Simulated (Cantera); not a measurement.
A Cantera script and its output.

```python
import numpy as np
import cantera as ct

gas = ct.Solution("gri30.yaml")
gas.TPX = 1075, 1000000, {'CO': 1, 'H2': 0.14, 'CH4': 0.078, 'O2': 0.736, 'N2': 2.77}
reactor = ct.IdealGasConstPressureReactor(gas, energy="on", clone=False)
net = ct.ReactorNet([reactor])
net.rtol, net.atol = 1e-08, 1e-16
show = ['CO', 'H2', 'CH4', 'HCN', 'HO2', 'NO', 'CO2']
times = np.geomspace(1e-06, 1, 16)

steps = ct.SolutionArray(gas, extra=["t"])
rows = []
print(f"{'t/s':>10s}{'T/K':>9s}{'P/Pa':>11s}" + "".join(f"{s:>11s}" for s in show))
for t in times:
    while net.time < t:
        t_next = net.step()
        steps.append(gas.state, t=t_next)
    rows.append([np.interp(t, steps.t, y) for y in (steps.T, steps.P, *steps(*show).X.T)])
    print(f"{t:10.3e}{rows[-1][0]:9.1f}{rows[-1][1]:11.4g}" + "".join(f"{x:11.3e}" for x in rows[-1][2:]))
rate = np.gradient(steps.T, steps.t)
print("integrator steps:", len(steps.t))
if steps.T.max() > steps.T[0] + 200:
    print(f"time of steepest temperature rise: {steps.t[rate.argmax()]:.4e} s")
gas.TPX = 1075, 1000000, {'CO': 1, 'H2': 0.14, 'CH4': 0.078, 'O2': 0.736, 'N2': 2.77}
gas.equilibrate("HP")
print(f"equilibrium (HP): T = {gas.T:.1f} K  " + "  ".join(f"{s} {gas[s].X[0]:.3e}" for s in show))
```

Output:

```
       t/s      T/K       P/Pa         CO         H2        CH4        HCN        HO2         NO        CO2
 1.000e-06   1075.0      1e+06  2.117e-01  2.964e-02  1.651e-02  6.334e-28  1.496e-09  5.706e-21  2.345e-09
 2.512e-06   1075.0      1e+06  2.117e-01  2.964e-02  1.651e-02  1.048e-26  5.676e-09  3.011e-20  7.045e-09
 6.310e-06   1075.0      1e+06  2.117e-01  2.964e-02  1.651e-02  9.926e-26  1.780e-08  1.210e-19  2.194e-08
 1.585e-05   1075.0      1e+06  2.117e-01  2.964e-02  1.651e-02  8.190e-25  5.427e-08  5.003e-19  8.001e-08
 3.981e-05   1075.0      1e+06  2.117e-01  2.964e-02  1.651e-02  9.146e-24  1.834e-07  3.066e-18  3.967e-07
 1.000e-04   1075.0      1e+06  2.117e-01  2.963e-02  1.651e-02  4.075e-22  8.678e-07  5.003e-17  3.126e-06
 2.512e-04   1075.8      1e+06  2.116e-01  2.960e-02  1.650e-02  1.033e-18  1.226e-05  1.150e-14  6.858e-05
 6.310e-04   1134.4      1e+06  2.089e-01  2.770e-02  1.517e-02  2.429e-14  1.382e-04  1.449e-11  3.941e-03
 1.585e-03   2763.9      1e+06  5.369e-02  2.453e-03  1.307e-15  1.586e-09  7.134e-06  8.802e-03  1.975e-01
 3.981e-03   2761.0      1e+06  5.376e-02  2.462e-03  1.332e-15  1.748e-09  6.942e-06  1.031e-02  1.974e-01
 1.000e-02   2761.0      1e+06  5.376e-02  2.462e-03  1.332e-15  1.748e-09  6.941e-06  1.031e-02  1.974e-01
 2.512e-02   2761.0      1e+06  5.376e-02  2.462e-03  1.332e-15  1.748e-09  6.941e-06  1.031e-02  1.974e-01
 6.310e-02   2761.0      1e+06  5.376e-02  2.462e-03  1.332e-15  1.748e-09  6.941e-06  1.031e-02  1.974e-01
 1.585e-01   2761.0      1e+06  5.376e-02  2.462e-03  1.332e-15  1.748e-09  6.941e-06  1.031e-02  1.974e-01
 3.981e-01   2761.0      1e+06  5.376e-02  2.462e-03  1.332e-15  1.748e-09  6.941e-06  1.031e-02  1.974e-01
 1.000e+00   2761.0      1e+06  5.376e-02  2.462e-03  1.332e-15  1.748e-09  6.941e-06  1.031e-02  1.974e-01
integrator steps: 1964
time of steepest temperature rise: 7.4702e-04 s
equilibrium (HP): T = 2761.0 K  CO 5.376e-02  H2 2.462e-03  CH4 1.782e-15  HCN 1.748e-09  HO2 6.941e-06  NO 1.031e-02  CO2 1.974e-01
```

Detailed kinetics in Cantera: GRI-Mech 3.0 (53 species, 325 reactions).
